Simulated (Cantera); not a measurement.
**FeS2 + O2 (roasting and sulfation)**

Charge: 1 mol FeS2, 3.7 mol O2, held at 1.20 bar.

Method: chemical equilibrium by Gibbs-energy minimisation in Cantera with the NASA 1993 tables (ideal gas, pure condensed phases). Candidate condensed phases: Fe, FeO, FeS, FeSO4, FeS2, Fe2O3, Fe2(SO4)3, Fe3O4, S; 12 gas species. Kinetics and transport are ignored.

```json
[
 {"T (K)": "725", "x SO3": "0.799", "x SO2": "0.201", "x O2": "0.000517", "x O": "<1e-12", "x SO": "<1e-12", "n Fe2(SO4)3(s)": "0.500", "n Fe2O3(s)": "0"},
 {"T (K)": "825", "x SO3": "0.750", "x SO2": "0.232", "x O2": "0.0179", "x O": "<1e-12", "x SO": "<1e-12", "n Fe2(SO4)3(s)": "0.500", "n Fe2O3(s)": "0"},
 {"T (K)": "925", "x SO3": "0.551", "x SO2": "0.360", "x O2": "0.0889", "x O": "3.65e-12", "x SO": "<1e-12", "n Fe2(SO4)3(s)": "0.500", "n Fe2O3(s)": "0"},
 {"T (K)": "1025", "x SO3": "0.320", "x SO2": "0.466", "x O2": "0.213", "x O": "1.39e-10", "x SO": "4.29e-12", "n Fe2(SO4)3(s)": "0", "n Fe2O3(s)": "0.500"},
 {"T (K)": "1125", "x SO3": "0.160", "x SO2": "0.572", "x O2": "0.268", "x O": "2.18e-9", "x SO": "1.10e-10", "n Fe2(SO4)3(s)": "0", "n Fe2O3(s)": "0.500"},
 {"T (K)": "1225", "x SO3": "0.0786", "x SO2": "0.626", "x O2": "0.295", "x O": "2.09e-8", "x SO": "1.61e-9", "n Fe2(SO4)3(s)": "0", "n Fe2O3(s)": "0.500"},
 {"T (K)": "1325", "x SO3": "0.0409", "x SO2": "0.651", "x O2": "0.308", "x O": "1.40e-7", "x SO": "1.53e-8", "n Fe2(SO4)3(s)": "0", "n Fe2O3(s)": "0.500"},
 {"T (K)": "1425", "x SO3": "0.0228", "x SO2": "0.663", "x O2": "0.314", "x O": "7.10e-7", "x SO": "1.06e-7", "n Fe2(SO4)3(s)": "0", "n Fe2O3(s)": "0.500"}
]
```
x: gas mole fraction; n: condensed amount in mol.

From 725 K to 925 K the condensed part is Fe2(SO4)3(s). From 1025 K to 1425 K the condensed part is Fe2O3(s).
